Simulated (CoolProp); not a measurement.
A Linde-Hampson liquefier for methane: isothermal reversible compression at 280 K from 1 atm to 30 MPa, throttling to 1 atm, return gas leaving the recuperator 10 K below the feed. Each further row changes one setting.

Computed with CoolProp (reference Helmholtz-energy equation of state, Setzmann 1991).

```
case                        liquid yield per pass  compression work (kJ/kg of gas)
--------------------------  ---------------------  -------------------------------
as stated                                       ?                              763
high pressure 60 MPa                            ?                              872
warm-end temperature 310 K                      ?                              868
warm-end gap 15 K                           0.249                              763
```

Problem. Fill in the missing entries.

Solution. 
- as stated, liquid yield per pass: 0.259
- high pressure 60 MPa, liquid yield per pass: 0.260
- warm-end temperature 310 K, liquid yield per pass: 0.197
